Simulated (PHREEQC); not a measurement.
Synthetic water in mmol/kgw, 55 °C, pH 7.13:

```csv
constituent,mmol/kgw
Na,520
K,2.23
Ca,15.7
Mg,36.4
Cl,626
S(6),7.08
Alkalinity (meq/kgw),0.0198
```

Cl is adjusted to close the charge balance.
Valence states are taken as typed.

The numbers come from PHREEQC with the Pitzer model, pitzer.dat.

No solid was allowed to form.

### Question
Estimate the activity of water, density.

### Answer
activity of water 0.980; density 1.010 g/cm³.

### Question
In which forms is C present?

### Answer
HCO3- 92 %, CO2 6.9 %, CO3-2 0.6 %, MgCO3 0.6 % of the C.

Away from 25 °C the constants follow the database's enthalpies or fits; those with neither stay at their 25 °C values.
